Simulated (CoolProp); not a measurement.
Vapour-liquid equilibrium of n-butane (1) + cis-2-butene (2) at -2.65 °C; x and y are mole fractions of (1).

The numbers come from the multi-fluid Helmholtz-energy mixture model, Bücker 2006 and Lemmon 2005; pair parameters Bell 2016 in CoolProp.

```
x     bubble pressure (kPa)  y at the bubble point  dew pressure at overall composition x (kPa)  liquid density (mol/L)
----  ---------------------  ---------------------  -------------------------------------------  ----------------------
0.05                  80.17                  0.064                                        79.90                   11.47
0.15                  82.39                  0.182                                        81.80                   11.34
0.25                  84.30                  0.290                                        83.61                   11.22
0.35                  85.97                  0.392                                        85.30                   11.10
0.45                  87.43                  0.489                                        86.86                   10.98
0.55                  88.73                  0.584                                        88.28                   10.87
0.65                  89.90                  0.678                                        89.57                   10.76
0.75                  90.96                  0.770                                        90.73                   10.65
0.85                  91.93                  0.863                                        91.80                   10.54
0.95                  92.84                  0.954                                        92.80                   10.44
```

No azeotrope shows between x = 0.05 and 0.95.

Pair parameters are fitted to limited data, so mixtures are less certain than the pure fluids.
